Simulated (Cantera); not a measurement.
## Thermodynamics of boron, boron nitride and boron oxide, feed B2H6 + H2

Charge: 1 mol B2H6, 47 mol H2, equilibrated at 0.0100 bar.

These are equilibrium values from Cantera (NASA tables, ideal gas, pure condensed phases), not measurements of a reactor. Candidate condensed phases: B; 7 gas species. The feed counts by its element totals alone. The tables' values for BH2 are old estimates; treat these amounts as uncertain. The numbers say what is thermodynamically allowed, not how fast it happens.

From 1150 K to 2250 K the condensed part is B(s).

| T (K) | log p H2 | log p H | log p BH2 | log p B | log p BH | n B(s) |
|---|---|---|---|---|---|---|
| 1150 | -2.00 | -8.13 | -9.07 | <-14 | <-14 | 2.00 |
| 1250 | -2.00 | -7.32 | -8.36 | <-14 | <-14 | 2.00 |
| 1350 | -2.00 | -6.62 | -7.76 | -13.87 | -12.98 | 2.00 |
| 1450 | -2.00 | -6.02 | -7.24 | -12.38 | -11.82 | 2.00 |
| 1550 | -2.00 | -5.50 | -6.79 | -11.09 | -10.80 | 2.00 |
| 1650 | -2.00 | -5.04 | -6.39 | -9.95 | -9.91 | 2.00 |
| 1750 | -2.00 | -4.63 | -6.05 | -8.94 | -9.13 | 2.00 |
| 1850 | -2.00 | -4.27 | -5.74 | -8.05 | -8.43 | 1.99 |
| 1950 | -2.01 | -3.94 | -5.46 | -7.25 | -7.81 | 1.98 |
| 2050 | -2.01 | -3.65 | -5.22 | -6.52 | -7.25 | 1.97 |
| 2150 | -2.02 | -3.38 | -5.00 | -5.87 | -6.74 | 1.94 |
| 2250 | -2.03 | -3.15 | -4.81 | -5.27 | -6.28 | 1.89 |
log p: log10 of the partial pressure in bar; n: condensed amount in mol.
